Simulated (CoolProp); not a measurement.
R124 at 317.96 K and 1.54 MPa flows at 3 m/s in a round tube of 50 mm bore and 1.5 µm roughness, fully developed (64/Re and Nu = 3.66 if laminar; Colebrook and Gnielinski if turbulent). Each further row changes one setting.

Values from CoolProp's reference Helmholtz-energy equation of state, de Vries 1995.

```json
[
 {"case": "as stated", "Reynolds number": "968000", "Darcy friction factor": "0.0123", "pressure drop (Pa/m)": "1430", "heat-transfer coefficient (W/(m² K))": "4170", "mass flow (kg/h)": "27400"},
 {"case": "velocity 6 m/s", "Reynolds number": "1940000", "Darcy friction factor": "0.0114", "pressure drop (Pa/m)": "5270", "heat-transfer coefficient (W/(m² K))": "7800", "mass flow (kg/h)": "54700"},
 {"case": "diameter 100 mm", "Reynolds number": "1940000", "Darcy friction factor": "0.0109", "pressure drop (Pa/m)": "634", "heat-transfer coefficient (W/(m² K))": "3780", "mass flow (kg/h)": "109000"}
]
```

Viscosity comes from a separate model (Bell 2016), an estimate that may be off by 10 % or more. Thermal conductivity comes from a separate model (Huber 2003), an estimate that may be off by 10 % or more.
